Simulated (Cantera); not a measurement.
A perfectly stirred reactor is fed with CH4 : O2 : N2 = 1 : 4.35 : 16.3 (molar parts), at 0.444 atm; it is adiabatic with a 650 K inlet, and is followed from long to short residence time, starting on the burning branch (τ in s: 0.029, 0.012, 0.0046, 0.0019, 0.00074, 0.0003, 0.00012, 4.8e-05, 1.9e-05).

Cantera simulation using GRI-Mech 3.0 (53 species, 325 reactions); the numbers are that mechanism's predictions, not measurements.

Problem. What does this change do: 0.85 parts H2 added?

Solution. 
```csv
quantity,before,after
"blow-out, bracketed by the residence times tried","burning at 0.740 ms, out at 0.300 ms","burning at 0.120 ms, out at 48.0 µs"
x(CH4) at τ = 29.0 ms,3.33e-5,1.42e-5
x(O2) at τ = 29.0 ms,0.108,0.0866
x(HCN) at τ = 29.0 ms,2.22e-9,7.14e-9
x(H) at τ = 29.0 ms,0.000129,0.000287
x(OH) at τ = 29.0 ms,0.00193,0.00376
x(CH4) at τ = 0.740 ms,0.000541,0.000195
x(O2) at τ = 0.740 ms,0.113,0.0893
x(HCN) at τ = 0.740 ms,2.26e-8,3.64e-8
x(H) at τ = 0.740 ms,0.00190,0.00504
x(OH) at τ = 0.740 ms,0.00341,0.00695
```
